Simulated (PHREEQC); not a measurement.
A solution holds 9.1 mmol/kgw FeSO4, 180 mmol/kgw HCl and 26 mmol/kgw NaCl, at 20 °C. Closed to the air; pH follows from the charge balance.

Computed with PHREEQC (ion-association model, phreeqc.dat).

Question: The ionic strength comes out as 0.225 mol/kgw. What activity coefficients do FeCl+, HSO4-, H+, Fe+2, SO4-2 get?

Answer: FeCl+ 0.74, HSO4- 0.74, H+ 0.79, Fe+2 0.32, SO4-2 0.28.

Precipitation was switched off in this run.
